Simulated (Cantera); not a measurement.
# Equilibrium for fluorocarbon and chlorocarbon gases: CH2F2 + HCl

Charge: 1 mol CH2F2, 0.25 mol HCl, held at 63.0 Pa.

Cantera equilibrium calculation (NASA polynomials, part measured and part estimated; ideal gas, pure solids and liquids). Candidate condensed phases: C, C6H6, C7H8, C8H18; 118 gas species. The numbers say what is thermodynamically allowed, not how fast it happens.

| T (K) | x HF | x HCl | x Cl | x H2 | x H | x F | n C(graphite) |
|---|---|---|---|---|---|---|---|
| 923 | 0.889 | 0.111 | 1.25e-6 | 7.03e-7 | 8.17e-12 | <1e-12 | 1.00 |
| 998 | 0.889 | 0.111 | 5.32e-6 | 2.78e-6 | 1.43e-10 | 5.46e-12 | 1.00 |
| 1073 | 0.889 | 0.111 | 1.83e-5 | 9.35e-6 | 1.71e-9 | 6.03e-11 | 1.00 |
| 1148 | 0.889 | 0.111 | 5.37e-5 | 2.71e-5 | 1.49e-8 | 4.86e-10 | 1.00 |
| 1223 | 0.889 | 0.111 | 0.000138 | 6.91e-5 | 9.96e-8 | 3.04e-9 | 1.00 |
| 1298 | 0.889 | 0.111 | 0.000317 | 0.000159 | 5.38e-7 | 1.54e-8 | 1.00 |
| 1373 | 0.889 | 0.110 | 0.000666 | 0.000332 | 2.42e-6 | 6.53e-8 | 1.00 |
| 1448 | 0.888 | 0.110 | 0.00129 | 0.000643 | 9.31e-6 | 2.40e-7 | 1.00 |
| 1523 | 0.888 | 0.109 | 0.00235 | 0.00116 | 3.14e-5 | 7.76e-7 | 1.00 |
| 1598 | 0.887 | 0.107 | 0.00404 | 0.00197 | 9.42e-5 | 2.26e-6 | 1.00 |
| 1673 | 0.886 | 0.104 | 0.00657 | 0.00316 | 0.000255 | 6.01e-6 | 1.000 |
| 1748 | 0.884 | 0.100 | 0.0102 | 0.00479 | 0.000630 | 1.48e-5 | 1.000 |
x: gas mole fraction; n: condensed amount in mol.

From 923 K to 1748 K the condensed part is C(graphite).
